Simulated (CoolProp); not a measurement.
R1233zd(E) along the isotherm 176.85 °C: density (kg/m³) from the reference equation and from simpler models built on Tc = 165.7 °C, pc = 3.583 MPa, ω = 0.304; each cubic takes its own stable root.

Computed with CoolProp (reference Helmholtz-energy equation of state, Akasaka 2022).

| p (MPa) | phase | reference |
|---|---|---|
| 0.0283 | gas | 0.9896 |
| 0.0416 | gas | 1.456 |
| 0.061 | gas | 2.139 |
| 0.0896 | gas | 3.151 |
| 0.131 | gas | 4.625 |
| 0.193 | gas | 6.853 |
| 0.283 | gas | 10.14 |
| 0.416 | gas | 15.09 |
| 0.61 | gas | 22.57 |
| 0.896 | gas | 34.19 |
| 1.31 | gas | 52.46 |
| 1.93 | gas | 84.08 |
| 2.83 | gas | 145.2 |
| 4.16 | supercritical | 411.5 |
| 6.1 | supercritical | 760.6 |
| 8.96 | supercritical | 849.0 |

Task: How far does each simpler model (ideal gas, Redlich-Kwong, Soave-Redlich-Kwong) lie from the reference over these 16 states: mean and median of the absolute difference, and the worst?

Result: 
- ideal gas: mean 18.2 %, median 4.8 %, worst -72.0 % at 176.85 °C and 6.1 MPa
- Redlich-Kwong: mean 2.0 %, median 0.1 %, worst -15.3 % at 176.85 °C and 6.1 MPa
- Soave-Redlich-Kwong: mean 3.0 %, median 0.2 %, worst -17.3 % at 176.85 °C and 6.1 MPa
